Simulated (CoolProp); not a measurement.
Model: reference Helmholtz-energy equation of state, Lemmon 2004, in CoolProp. It is a short technical equation, of lower accuracy than the large ones.

**Question.** Give the vapour pressure (bar), vapour density (kg/m³) of saturated n-dodecane at 532.8 K.

**Answer.** 
| T (K) | p (bar) | vapour density (kg/m³) |
|---|---|---|
| 532.8 | 2.57 | 11.5 |
